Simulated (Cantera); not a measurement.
## C₃H₆ + NH₃ + N₂ (carbon deposition, reforming and gasification)

Feed: 1 mol C₃H₆, 0.039 mol NH₃, 3.2 mol N₂, held at 1.00 bar.

Cantera equilibrium calculation (NASA polynomials, part measured and part estimated; ideal gas, pure solids and liquids). Candidate condensed phases: C, C₆H₆, C₇H₈, C₈H₁₈; 92 gas species. The numbers say what is thermodynamically allowed, not how fast it happens.

From 600 K to 1050 K the condensed part is C(graphite). The main C-bearing gas is CH₄ throughout. The share of C in condensed phases is highest at 1050 K (97.4 %) and lowest at 600 K (53.6 %).

```csv
T (K),x N₂,x H₂,x CH₄,x NH₃,x HCN,n C(graphite)
600,0.659,0.0550,0.285,0.000436,2.15e-11,1.61
650,0.644,0.0992,0.256,0.000470,2.27e-10,1.72
700,0.624,0.159,0.216,0.000471,1.67e-9,1.88
750,0.600,0.230,0.169,0.000437,9.11e-9,2.09
800,0.576,0.302,0.122,0.000376,3.91e-8,2.32
850,0.555,0.363,0.0819,0.000302,1.37e-7,2.52
900,0.539,0.408,0.0520,0.000232,4.10e-7,2.69
950,0.529,0.438,0.0322,0.000174,1.08e-6,2.80
1000,0.523,0.457,0.0199,0.000130,2.54e-6,2.88
1050,0.519,0.468,0.0125,9.79e-5,5.48e-6,2.92
```
x: gas mole fraction; n: condensed amount in mol.
